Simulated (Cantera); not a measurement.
What does this Cantera script print?

```python
import numpy as np
import cantera as ct

gas = ct.Solution("gri30.yaml")
gas.TPX = 1000, 2000, {'H2': 0.0081, 'O2': 1}
reactor = ct.IdealGasConstPressureReactor(gas, energy="off", clone=False)
net = ct.ReactorNet([reactor])
net.rtol, net.atol = 1e-08, 1e-18
show = ['H2', 'O2', 'HO2', 'H2O', 'OH', 'H2O2']
times = np.geomspace(0.0006, 8, 12)

steps = ct.SolutionArray(gas, extra=["t"])
rows = []
print(f"{'t/s':>10s}{'T/K':>9s}{'P/Pa':>11s}" + "".join(f"{s:>11s}" for s in show))
for t in times:
    while net.time < t:
        t_next = net.step()
        steps.append(gas.state, t=t_next)
    rows.append([np.interp(t, steps.t, y) for y in (steps.T, steps.P, *steps(*show).X.T)])
    print(f"{t:10.3e}{rows[-1][0]:9.1f}{rows[-1][1]:11.4g}" + "".join(f"{x:11.3e}" for x in rows[-1][2:]))
rate = np.gradient(steps.T, steps.t)
print("integrator steps:", len(steps.t))
if steps.T.max() > steps.T[0] + 200:
    print(f"time of steepest temperature rise: {steps.t[rate.argmax()]:.4e} s")
gas.TPX = 1000, 2000, {'H2': 0.0081, 'O2': 1}
gas.equilibrate("TP")
print(f"equilibrium (TP): T = {gas.T:.1f} K  " + "  ".join(f"{s} {gas[s].X[0]:.3e}" for s in show))
```

It prints:

```
       t/s      T/K       P/Pa         H2         O2        HO2        H2O         OH       H2O2
 6.000e-04   1000.0       2000  8.035e-03  9.920e-01  7.141e-11  3.835e-11  6.080e-11  2.628e-15
 1.423e-03   1000.0       2000  8.035e-03  9.920e-01  1.749e-10  3.303e-10  2.488e-10  1.505e-14
 3.374e-03   1000.0       2000  8.035e-03  9.920e-01  5.262e-10  5.660e-09  2.812e-09  9.395e-14
 8.001e-03   1000.0       2000  8.033e-03  9.920e-01  3.113e-08  1.324e-06  6.101e-07  3.886e-12
 1.897e-02   1000.0       2000  1.238e-03  9.874e-01  4.922e-06  6.035e-03  7.665e-04  1.737e-07
 4.499e-02   1000.0       2000  2.580e-05  9.894e-01  1.999e-06  7.870e-03  1.995e-04  2.522e-08
 1.067e-01   1000.0       2000  7.380e-06  9.910e-01  1.179e-06  7.987e-03  1.128e-04  2.123e-08
 2.530e-01   1000.0       2000  1.855e-06  9.917e-01  5.792e-07  8.034e-03  5.767e-05  1.797e-08
 5.999e-01   1000.0       2000  3.820e-07  9.919e-01  2.329e-07  8.053e-03  2.728e-05  1.289e-08
 1.423e+00   1000.0       2000  7.434e-08  9.919e-01  7.903e-08  8.061e-03  1.271e-05  7.211e-09
 3.374e+00   1000.0       2000  1.541e-08  9.919e-01  2.434e-08  8.064e-03  6.131e-06  3.145e-09
 8.000e+00   1000.0       2000  3.669e-09  9.919e-01  7.505e-09  8.066e-03  3.147e-06  1.186e-09
integrator steps: 1462
equilibrium (TP): T = 1000.0 K  H2 5.038e-12  O2 9.919e-01  HO2 3.187e-10  H2O 8.067e-03  OH 1.284e-07  H2O2 3.200e-12
```

Model: GRI-Mech 3.0 (53 species, 325 reactions), integrated in Cantera. Radical loss at walls, strong at low pressure, is not modelled.
